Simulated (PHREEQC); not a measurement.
Consider water at 20 °C with 120 mmol/kgw NH4F. Closed to the air; pH follows from the charge balance.

All values are PHREEQC results (ion-association model, phreeqc.dat), not measurements.

```tsv
quantity	before	after
pH	6.36	3.01
ionic strength (mol/kgw)	0.120	0.121
HF (mol/kgw)	5.29e-5	0.0890
HF2- (mol/kgw)	2.33e-5	0.0298
```

Q: Which change was made?
A. 0.0018 mol/kgw KCl added
B. NH4F from 0.12 to 0.6 mol/kgw
C. diluted 10-fold with water
D. NH4F replaced by KHF2 at the same molality
E. diluted 2-fold with water

A: D, NH4F replaced by KHF2 at the same molality

No solid was allowed to form.
